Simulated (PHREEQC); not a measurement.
Dissolve 0.23 mol/kgw HF, 0.0026 mol/kgw (CH3)4NF and 0.00014 mol/kgw H4SiO4 at 20 °C. Closed to the air; pH follows from the charge balance.

Computed with PHREEQC (ion-association model, phreeqc.dat).

Problem. The ionic strength comes out as 0.0200 mol/kgw. What activity coefficients do HF2-, F-, SiF6-2, H+ get?

Solution. HF2- 0.87, F- 0.87, SiF6-2 0.59, H+ 0.89.

No solid was allowed to form. (CH3)4N+ isn't in the database: it is added as a free cation with an ion size of 4 Å. SiF6-2 is the database's only silicon fluoride.
